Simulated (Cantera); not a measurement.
Charge: 1 mol Si, 2.8 mol NF3, 11 mol N2, held at 750 Torr.

Cantera equilibrium calculation (NASA polynomials, part measured and part estimated; ideal gas, pure solids and liquids). Candidate condensed phases: Si, Si3N4; 16 gas species. Rates play no part. All values below are at 773 K.

Base state: N2 0.821, NF3 0.0900, SiF4 0.0699, F2 0.0183, F 0.000731 (mole fractions); condensed: gas only.

Task: What changes in the equilibrium state with this change: NF3 from 2.8 to 2.3 mol?

Result: 
| species | before | after |
|---|---|---|
| N2 | 0.821 | 0.852 |
| SiF4 | 0.0699 | 0.0726 |
| NF3 | 0.0900 | 0.0608 |
| F2 | 0.0183 | 0.0139 |
| F | 0.000731 | 0.000637 |
